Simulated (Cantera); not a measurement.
A perfectly stirred reactor is fed with C₂H₆ : N₂ = 1 : 170 (molar parts), at 760 Torr; it is held at 1600 K, and followed from long to short residence time.

Model: GRI-Mech 3.0 (53 species, 325 reactions), integrated in Cantera. GRI-Mech 3.0 stops at C3 and has no aromatics, soot or wall deposition, so with more carbon than oxygen in the feed, carbon stays in small species such as C2H2 where larger ones or solid carbon would form.

What does this change do: temperature 1600 to 1250 K?


```
quantity                  before     after
----------------------  --------  --------
x(C₂H₆) at τ = 0.570 s   5.57e-6  0.000188
x(CH₃) at τ = 0.570 s    3.05e-5   2.47e-6
x(H₂) at τ = 0.570 s     0.00910   0.00873
x(HCN) at τ = 0.570 s    2.35e-6  6.34e-10
x(C₂H₄) at τ = 0.570 s   3.59e-5   0.00122
x(C₂H₆) at τ = 22.0 ms   7.15e-5   0.00205
x(CH₃) at τ = 22.0 ms   0.000103   9.65e-6
x(H₂) at τ = 22.0 ms     0.00839   0.00410
x(HCN) at τ = 22.0 ms    2.40e-6  9.18e-10
x(C₂H₄) at τ = 22.0 ms  0.000295   0.00280
```

What does this change do: N2 170 to 240 parts?


| quantity | before | after |
|---|---|---|
| x(C₂H₆) at τ = 0.570 s | 5.57e-6 | 4.25e-6 |
| x(CH₃) at τ = 0.570 s | 3.05e-5 | 2.66e-5 |
| x(H₂) at τ = 0.570 s | 0.00910 | 0.00644 |
| x(HCN) at τ = 0.570 s | 2.35e-6 | 2.99e-6 |
| x(C₂H₄) at τ = 0.570 s | 3.59e-5 | 2.71e-5 |
| x(C₂H₆) at τ = 22.0 ms | 7.15e-5 | 5.55e-5 |
| x(CH₃) at τ = 22.0 ms | 0.000103 | 9.05e-5 |
| x(H₂) at τ = 22.0 ms | 0.00839 | 0.00591 |
| x(HCN) at τ = 22.0 ms | 2.40e-6 | 3.06e-6 |
| x(C₂H₄) at τ = 22.0 ms | 0.000295 | 0.000231 |
